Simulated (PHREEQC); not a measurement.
Make-up at 65 °C: 0.11 mol/kgw NaOH. Closed to the air; pH follows from the charge balance.

All values are PHREEQC results (ion-association model, phreeqc.dat), not measurements.

No solid was allowed to form.

Q: Predict the pH, density, specific conductance.

A: pH 11.81; density 0.985 g/cm³; specific conductance 45800 µS/cm.

Away from 25 °C the constants follow the database's enthalpies or fits; those with neither stay at their 25 °C values.
